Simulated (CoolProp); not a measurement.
A Linde-Hampson liquefier for nitrogen: isothermal reversible compression at 290 K from 1 atm to 20 MPa, throttling to 1 atm, return gas leaving the recuperator 10 K below the feed. Each further row changes one setting.

Computed with CoolProp (reference Helmholtz-energy equation of state, Span 2000).

```json
[
 {"case": "as stated", "liquid yield per pass": "___", "compression work (kJ/kg of gas)": "455"},
 {"case": "high pressure 40 MPa", "liquid yield per pass": "___", "compression work (kJ/kg of gas)": "___"},
 {"case": "warm-end temperature 320 K", "liquid yield per pass": "___", "compression work (kJ/kg of gas)": "___"},
 {"case": "warm-end gap 15 K", "liquid yield per pass": "___", "compression work (kJ/kg of gas)": "455"}
]
```

Problem. Complete the blanks.

Solution. 
- as stated, liquid yield per pass: 0.059
- high pressure 40 MPa, liquid yield per pass: 0.080
- high pressure 40 MPa, compression work (kJ/kg of gas): 522
- warm-end temperature 320 K, liquid yield per pass: 0.038
- warm-end temperature 320 K, compression work (kJ/kg of gas): 505
- warm-end gap 15 K, liquid yield per pass: 0.047
